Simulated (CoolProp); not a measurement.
Model: reference Helmholtz-energy equation of state, Lemmon 2000, in CoolProp. It is a pseudo-pure fit of the blend.

Q: For dry air, give the phase and the cv (kJ/(kg K)), Prandtl number at 311.3 K and 10.3 MPa; 311.3 K and 31 MPa.

A: 
- 311.3 K and 10.3 MPa: supercritical; cv 0.739, Prandtl number 0.764
- 311.3 K and 31 MPa: supercritical; cv 0.767, Prandtl number 0.802

Viscosity comes from a separate model (Lemmon 2004). Thermal conductivity comes from a separate model (Lemmon 2004).
